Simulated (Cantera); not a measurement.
A perfectly stirred reactor is fed with N2O : H2O = 1 : 0.011 (molar parts), at 0.266 atm; it is held at 1225 K, and followed from long to short residence time.

Model: GRI-Mech 3.0 (53 species, 325 reactions), integrated in Cantera. GRI-Mech 3.0 was tuned for natural gas; its chemistry of N2O as a main component is partial and can be far from experiment. The mechanism lacks the step 2 NO + O2 → 2 NO2, which can matter for NO2 below about 1400 K. The temperature is held fixed by assumption; the heat of reaction is taken as removed at once.

x: mole fraction; the columns are a selection and need not sum to one.

| τ (s) | x N2O | x H2O | x NO | x N2 | x O | x NO2 | x H2 |
|---|---|---|---|---|---|---|---|
| 0.80 | 0.747 | 0.00999 | 0.0162 | 0.154 | 2.43e-6 | ? | 1.44e-8 |
| 0.24 | 0.900 | 0.0106 | 0.00588 | 0.0563 | 2.52e-6 | ? | 1.58e-8 |
| 0.075 | 0.959 | 0.0108 | 0.00193 | 0.0189 | 2.61e-6 | ? | 1.93e-8 |
| 0.023 | 0.980 | 0.0108 | 0.000605 | 0.00593 | 2.68e-6 | ? | 2.25e-8 |
| 0.0070 | 0.986 | 0.0109 | 0.000195 | 0.00181 | 2.72e-6 | ? | 1.68e-8 |
| 0.0021 | 0.988 | 0.0109 | 6.24e-5 | 0.000538 | 2.71e-6 | ? | 6.10e-9 |
| 0.00065 | 0.989 | 0.0109 | 1.94e-5 | 0.000164 | 2.66e-6 | ? | 9.40e-10 |
| 0.00020 | 0.989 | 0.0109 | 5.62e-6 | 4.89e-5 | 2.49e-6 | 7.41e-10 | 6.08e-11 |

**Question.** Some entries are withheld; supply them.

**Answer.** 
- 0.80, x NO2: 0.000364
- 0.24, x NO2: 0.000328
- 0.075, x NO2: 0.000210
- 0.023, x NO2: 8.39e-5
- 0.0070, x NO2: 1.84e-5
- 0.0021, x NO2: 1.69e-6
- 0.00065, x NO2: 5.25e-8
